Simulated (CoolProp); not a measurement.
Vapour-liquid equilibrium of sulfur hexafluoride (1) + R113 (2) at 264.3 K; x and y are mole fractions of (1).

Computed with CoolProp (multi-fluid Helmholtz-energy mixture model, Guder 2009 and Marx 1992; pair parameters Bell 2016).

```json
[
 {"x": "0.05", "bubble pressure (MPa)": "0.1093", "y at the bubble point": "0.910", "dew pressure at overall composition x (MPa)": "0.01014", "liquid density (mol/L)": "8.873"},
 {"x": "0.2", "bubble pressure (MPa)": "0.1899", "y at the bubble point": "0.949", "dew pressure at overall composition x (MPa)": "0.01204", "liquid density (mol/L)": "9.239"},
 {"x": "0.35", "bubble pressure (MPa)": "0.2303", "y at the bubble point": "0.960", "dew pressure at overall composition x (MPa)": "0.01483", "liquid density (mol/L)": "9.661"},
 {"x": "0.5", "bubble pressure (MPa)": "0.3082", "y at the bubble point": "0.975", "dew pressure at overall composition x (MPa)": "0.01930", "liquid density (mol/L)": "10.13"},
 {"x": "0.65", "bubble pressure (MPa)": "0.4501", "y at the bubble point": "0.988", "dew pressure at overall composition x (MPa)": "0.02763", "liquid density (mol/L)": "10.61"},
 {"x": "0.8", "bubble pressure (MPa)": "0.6654", "y at the bubble point": "0.996", "dew pressure at overall composition x (MPa)": "0.04861", "liquid density (mol/L)": "11.03"},
 {"x": "0.95", "bubble pressure (MPa)": "0.9050", "y at the bubble point": "1.000", "dew pressure at overall composition x (MPa)": "0.1942", "liquid density (mol/L)": "11.19"}
]
```

No azeotrope shows between x = 0.05 and 0.95.

The pair parameters rest on a limited set of measurements; away from them the model extrapolates. The gap from Raoult's law changes sign with composition, which may be real or a fault of the pair parameters; it wasn't checked against measurements. With so large a gap from Raoult's law the liquid may split in two, which this calculation doesn't test in full.
